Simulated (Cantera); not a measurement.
An isothermal, constant-pressure homogeneous reactor starts with N2O : O2 = 1 : 0.96 (molar parts), at 1600 K and 4200 Pa. Integrator tolerance rtol = 1e-08.

Detailed kinetics in Cantera: GRI-Mech 3.0 (53 species, 325 reactions). GRI-Mech 3.0 was tuned for natural gas; its chemistry of N2O as a main component is partial and can be far from experiment. Radical loss at walls, strong at low pressure, is not modelled. The temperature is held fixed by assumption; the heat of reaction is taken as removed at once.

What does this change do: temperature 1600 to 1373 K?


| quantity | before | after |
|---|---|---|
| x(N2O) at 20.0 s | 3.77e-6 (gas-phase equilibrium 2.05e-8) | 0.000364 (gas-phase equilibrium 7.11e-9) |
| x(O2) at 20.0 s | 0.534 (gas-phase equilibrium 0.592) | 0.557 (gas-phase equilibrium 0.593) |
| x(NO) at 20.0 s | 0.118 (gas-phase equilibrium 0.00234) | 0.0722 (gas-phase equilibrium 0.000753) |
| x(O) at 20.0 s | 5.23e-5 (gas-phase equilibrium 5.48e-5) | 2.86e-6 (gas-phase equilibrium 2.33e-6) |
| x(NO2) at 20.0 s | 0.000154 (gas-phase equilibrium 3.24e-6) | 0.000163 (gas-phase equilibrium 2.11e-6) |
| x(N2) at 20.0 s | 0.348 (gas-phase equilibrium 0.405) | 0.370 (gas-phase equilibrium 0.406) |
The mechanism lacks the step 2 NO + O2 → 2 NO2, which can matter for NO2 below about 1400 K.

What does this change do: temperature 1600 to 1300 K?


```csv
quantity,before,after
x(N2O) at 20.0 s,3.77e-6 (gas-phase equilibrium 2.05e-8),0.0238 (gas-phase equilibrium 4.69e-9)
x(O2) at 20.0 s,0.534 (gas-phase equilibrium 0.592),0.560 (gas-phase equilibrium 0.593)
x(NO) at 20.0 s,0.118 (gas-phase equilibrium 0.00234),0.0565 (gas-phase equilibrium 0.000480)
x(O) at 20.0 s,5.23e-5 (gas-phase equilibrium 5.48e-5),5.83e-6 (gas-phase equilibrium 6.69e-7)
x(NO2) at 20.0 s,0.000154 (gas-phase equilibrium 3.24e-6),4.43e-5 (gas-phase equilibrium 1.79e-6)
x(N2) at 20.0 s,0.348 (gas-phase equilibrium 0.405),0.359 (gas-phase equilibrium 0.406)
```
The mechanism lacks the step 2 NO + O2 → 2 NO2, which can matter for NO2 below about 1400 K.
